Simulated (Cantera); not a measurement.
Feed: 1 mol SiH2Cl2, 2.4 mol N2, 2.7 mol H2, held at 1475 °C and 100000 Pa.

Cantera equilibrium calculation (NASA polynomials, part measured and part estimated; ideal gas, pure solids and liquids). Candidate condensed phases: NH4Cl, Si, Si3N4; 28 gas species. The tables' values for SiCl3 are old estimates; treat these amounts as uncertain. The numbers say what is thermodynamically allowed, not how fast it happens.

Base state: H2 0.448, N2 0.286, HCl 0.235, SiCl2 0.0226, SiCl3 0.00506, SiCl4 0.00202, SiHCl3 0.000849, H 0.000153 (mole fractions); condensed: Si3N4(s).

**Question.** What changes in the equilibrium state with this change: H2 from 2.7 to 1.6 mol?

**Answer.** 
```tsv
species	before	after
N2	0.286	0.349
H2	0.448	0.348
HCl	0.235	0.259
SiCl2	0.0226	0.0308
SiCl4	0.00202	0.00431
SiCl3	0.00506	0.00864
SiHCl3	0.000849	0.00128
Si3N4(s), mol	0.267	0.251
```
